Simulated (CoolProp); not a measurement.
Vapour-liquid equilibrium of R134a (1) + R123 (2) at 0.118 MPa; x and y are mole fractions of (1).

The numbers come from the multi-fluid Helmholtz-energy mixture model, Tillner-Roth 1994 and Younglove 1994; pair parameters Bell 2016 in CoolProp.

| x | bubble temperature, mixture model (K) | bubble temperature, Raoult's law (K) | y, mixture model | y, Raoult's law |
|---|---|---|---|---|
| 0.05 | 295.8 | 297.7 | 0.315 | 0.278 |
| 0.15 | 282.4 | 286.3 | 0.633 | 0.585 |
| 0.25 | 273.6 | 278.1 | 0.774 | 0.741 |
| 0.35 | 267.7 | 271.9 | 0.848 | 0.830 |
| 0.45 | 263.4 | 266.9 | 0.891 | 0.886 |
| 0.55 | 260.1 | 262.8 | 0.920 | 0.924 |
| 0.65 | 257.5 | 259.4 | 0.941 | 0.950 |
| 0.75 | 255.3 | 256.4 | 0.959 | 0.970 |
| 0.85 | 253.4 | 253.8 | 0.975 | 0.984 |
| 0.95 | 251.4 | 251.5 | 0.991 | 0.995 |

The largest gap from Raoult's law is -4.5 K in bubble temperature, at x = 0.25. No azeotrope shows between x = 0.05 and 0.95.

The pair parameters rest on a limited set of measurements; away from them the model extrapolates.
